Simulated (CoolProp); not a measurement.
Properties of R141b at several states.

Computed with CoolProp (reference Helmholtz-energy equation of state, Lemmon 2006). It is a short technical equation, of lower accuracy than the large ones.

| T (K) | p (MPa) | phase | Z | speed of sound (m/s) | isothermal compressibility (1/MPa) | expansivity (1/kK) |
|---|---|---|---|---|---|---|
| 271.5 | 0.013 | gas | 0.9924 | 145.6 | 77.52 | 3.805 |
| 324.3 | 0.0167 | gas | 0.9952 | 158.5 | 60.17 | 3.139 |
| 493.7 | 0.196 | gas | 0.9863 | 192.2 | 5.174 | 2.121 |
| 210.3 | 0.202 | liquid | 0.009684 | 1173 | 0.0007462 | 1.285 |
| 485.1 | 0.0335 | gas | 0.9975 | 192.4 | 29.92 | 2.078 |
| 479.6 | 0.0179 | gas | 0.9986 | 191.5 | 55.94 | 2.095 |
